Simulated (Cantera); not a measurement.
Charge: 1 mol Si₃N₄, 0.34 mol N₂O, 3.3 mol N₂, at 1800 K and 14000 Pa.

These are equilibrium values from Cantera (NASA tables, ideal gas, pure condensed phases), not measurements of a reactor. Candidate condensed phases: Si, SiO₂, Si₂N₂O, Si₃N₄; 16 gas species. Mutual solubility and eutectic melting of coexisting phases are not modelled. Kinetics and transport are ignored.

Base state: N₂ 0.999, SiO 0.000932 (mole fractions); condensed: Si₂N₂O(s) + Si₃N₄(s).

What changes in the equilibrium state with this change: Si₃N₄ replaced by Si?


| species | before | after |
|---|---|---|
| N₂ | 0.999 | 0.999 |
| SiO | 0.000932 | 0.000932 |
| Si₂N₂O(s), mol | 0.336 | 0.337 |
| Si₃N₄(s), mol | 0.774 | 0.108 |

What changes in the equilibrium state with this change: temperature from 1800 K to 2123 K?


```
species           before     after
--------------  --------  --------
N₂                 0.999     0.942
SiO             0.000932    0.0568
Si               3.59e-6   0.00121
Si₂              3.43e-9   1.66e-5
Si₂N             1.51e-7  0.000103
SiN              5.95e-7   8.71e-5
Si₂N₂O(s), mol     0.336         0
Si₃N₄(s), mol      0.774         0
Si(l), mol             0      2.65
```
The tables' values for SiN are old estimates; treat these amounts as uncertain.
